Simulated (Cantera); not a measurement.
**Hydrocarbon pyrolysis for carbon deposition**

An isothermal, constant-pressure homogeneous reactor starts with 1.10 % CH₄, 98.9 % N₂, at 1475 K and 1.10 bar.

Cantera simulation using GRI-Mech 3.0 (53 species, 325 reactions); the numbers are that mechanism's predictions, not measurements. GRI-Mech 3.0 stops at C3 and has no aromatics, soot or wall deposition, so with more carbon than oxygen in the feed, carbon stays in small species such as C2H2 where larger ones or solid carbon would form.

```tsv
t (s)	x CH₄	x H	x C₂H₆	x C₂H	x C₂H₂	x H₂
0.000200	0.0110	8.65e-9	7.59e-10	<1e-12	<1e-12	3.70e-7
0.000507	0.0110	8.74e-9	1.21e-8	<1e-12	1.88e-12	9.53e-7
0.00128	0.0110	9.30e-9	1.68e-7	<1e-12	7.93e-11	2.48e-6
0.00325	0.0110	1.15e-8	1.60e-6	<1e-12	2.91e-9	6.89e-6
0.00825	0.0110	1.76e-8	7.77e-6	<1e-12	7.73e-8	2.19e-5
0.0209	0.0109	3.77e-8	2.40e-5	1.20e-12	1.69e-6	8.49e-5
0.0529	0.0106	1.09e-7	4.78e-5	1.41e-11	3.14e-5	0.000390
0.134	0.00975	2.69e-7	3.89e-5	9.00e-11	0.000309	0.00148
0.340	0.00845	4.68e-7	1.94e-5	2.27e-10	0.00108	0.00356
0.861	0.00661	7.11e-7	8.82e-6	3.72e-10	0.00208	0.00640
2.18	0.00440	9.87e-7	3.22e-6	5.25e-10	0.00322	0.00973
5.53	0.00238	1.25e-6	8.61e-7	6.65e-10	0.00423	0.0127
14.0	0.00108	1.43e-6	1.74e-7	7.62e-10	0.00487	0.0147
35.5	0.000461	1.52e-6	3.25e-8	8.14e-10	0.00517	0.0156
90.0	0.000230	1.56e-6	9.23e-9	8.35e-10	0.00529	0.0159
```
x: mole fraction; the columns are a selection and need not sum to one.

Equilibrium at this temperature and pressure: CH₄ 5.28e-5, H 1.59e-6, C₂H₆ 5.27e-10, C₂H 6.83e-11, C₂H₂ 0.000434, H₂ 0.0162 (gas phase only).
